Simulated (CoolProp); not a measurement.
The fluid at 349.99 K and 0.0686 MPa is compressed adiabatically to 0.501 MPa with isentropic efficiency 0.75. The same conditions are run with several fluids, on thermodynamics alone (safety and materials aside).

Computed with CoolProp (reference Helmholtz-energy equation of state of each fluid (cyclohexane: Zhou 2014; n-perfluorohexane: Gao 2022; dimethyl ether: Wu 2011; c-C4F8 (RC318): Platzer 1990; trans-2-butene: Lemmon 2005)). The equations of Platzer and Polt are older, rougher fits.

```json
[
 {"fluid": "cyclohexane", "work (kJ/kg)": "?", "final temperature (K)": "418.3", "final phase": "?", "final density (kg/m³)": "14.3"},
 {"fluid": "n-perfluorohexane", "work (kJ/kg)": "20.9", "final temperature (K)": "387.3", "final phase": "two-phase, vapour fraction 0.887", "final density (kg/m³)": "?"},
 {"fluid": "dimethyl ether", "work (kJ/kg)": "184", "final temperature (K)": "458.2", "final phase": "gas", "final density (kg/m³)": "6.19"},
 {"fluid": "c-C4F8 (RC318)", "work (kJ/kg)": "?", "final temperature (K)": "397.1", "final phase": "gas", "final density (kg/m³)": "32.2"},
 {"fluid": "trans-2-butene", "work (kJ/kg)": "146", "final temperature (K)": "430.4", "final phase": "gas", "final density (kg/m³)": "8.22"}
]
```

Complete the blanks.


- cyclohexane, work (kJ/kg): 90.5
- cyclohexane, final phase: two-phase, vapour fraction 0.957
- n-perfluorohexane, final density (kg/m³): 74.1
- c-C4F8 (RC318), work (kJ/kg): 39.3
